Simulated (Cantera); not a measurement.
An isothermal, constant-pressure homogeneous reactor starts with H2 : O2 = 0.32 : 1 (molar parts), equivalence ratio 0.16, at 1025 K and 0.0132 atm.

Cantera simulation using the H2/O2 subset of GRI-Mech 3.0, which has no nitrogen chemistry; the numbers are that mechanism's predictions, not measurements. Radical loss at walls, strong at low pressure, is not modelled. The temperature is held fixed by assumption; the heat of reaction is taken as removed at once.

x: mole fraction; the columns are a selection and need not sum to one.

```json
[
 {"t (s)": "1.00e-5", "x H2": "0.242", "x O2": "0.758", "x O": "1.15e-12", "x HO2": "3.47e-11", "x H2O2": "<1e-12"},
 {"t (s)": "4.64e-5", "x H2": "0.242", "x O2": "0.758", "x O": "2.17e-11", "x HO2": "1.61e-10", "x H2O2": "<1e-12"},
 {"t (s)": "0.000215", "x H2": "0.242", "x O2": "0.758", "x O": "4.00e-10", "x HO2": "7.56e-10", "x H2O2": "<1e-12"},
 {"t (s)": "0.00100", "x H2": "0.242", "x O2": "0.758", "x O": "1.16e-7", "x HO2": "6.81e-9", "x H2O2": "7.42e-12"},
 {"t (s)": "0.00464", "x H2": "0.0140", "x O2": "0.663", "x O": "0.0432", "x HO2": "1.49e-5", "x H2O2": "3.42e-7"},
 {"t (s)": "0.0215", "x H2": "0.00118", "x O2": "0.720", "x O": "0.00349", "x HO2": "1.34e-5", "x H2O2": "6.20e-7"},
 {"t (s)": "0.100", "x H2": "___", "x O2": "0.724", "x O": "___", "x HO2": "___", "x H2O2": "___"},
 {"t (s)": "0.464", "x H2": "___", "x O2": "0.724", "x O": "___", "x HO2": "___", "x H2O2": "___"},
 {"t (s)": "2.15", "x H2": "1.91e-7", "x O2": "0.724", "x O": "8.49e-7", "x HO2": "2.64e-8", "x H2O2": "1.65e-8"},
 {"t (s)": "10.0", "x H2": "3.08e-8", "x O2": "0.724", "x O": "1.47e-7", "x HO2": "5.03e-9", "x H2O2": "4.17e-9"}
]
```

Problem. What belongs in the gaps?

Solution. 
- 0.100, x H2: 3.14e-5
- 0.100, x O: 9.10e-5
- 0.100, x HO2: 1.86e-6
- 0.100, x H2O2: 2.53e-7
- 0.464, x H2: 1.71e-6
- 0.464, x O: 6.40e-6
- 0.464, x HO2: 1.81e-7
- 0.464, x H2O2: 6.36e-8
